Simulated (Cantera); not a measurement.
Feed: 1 mol SiH2Cl2, 29 mol N2, equilibrated at 15.8 Torr.

Cantera equilibrium calculation (NASA polynomials, part measured and part estimated; ideal gas, pure solids and liquids). Candidate condensed phases: NH4Cl, Si, Si3N4; 28 gas species. N2 is the only nitrogen source here; it is nearly inert below about 1500 K, so the nitride shown seldom forms there in practice. The tables' values for SiCl3 are old estimates; treat these amounts as uncertain. Equilibrium is a limit: real reactors are often held back by kinetics, nucleation or transport.

log p: log10 of the partial pressure in bar; n: condensed amount in mol.

```
T (K)  log p N2  log p HCl  log p H2  log p SiCl2  log p SiCl4  log p SiCl3  log p SiHCl3  n Si3N4(s)
-----  --------  ---------  --------  -----------  -----------  -----------  ------------  ----------
1100      -1.71      -2.99     -3.73            …        -4.04        -6.00         -6.61       0.289
1150      -1.71      -2.99     -3.75            …        -4.06        -5.67         -6.51       0.290
1200      -1.71      -2.98     -3.76            …        -4.08        -5.38         -6.42       0.291
1250      -1.71      -2.98     -3.77            …        -4.12        -5.11         -6.35       0.290
1300      -1.71      -2.98     -3.77            …        -4.17        -4.89         -6.29       0.287
1350      -1.71      -2.99     -3.76            …        -4.25        -4.71         -6.27       0.280
1400      -1.71      -3.00     -3.73            …        -4.40        -4.59         -6.28       0.268
1450      -1.71      -3.02     -3.68            …        -4.63        -4.55         -6.35       0.249
```

Fill in the missing entries.


- 1100, log p SiCl2: -6.82
- 1150, log p SiCl2: -6.25
- 1200, log p SiCl2: -5.73
- 1250, log p SiCl2: -5.26
- 1300, log p SiCl2: -4.83
- 1350, log p SiCl2: -4.46
- 1400, log p SiCl2: -4.16
- 1450, log p SiCl2: -3.91
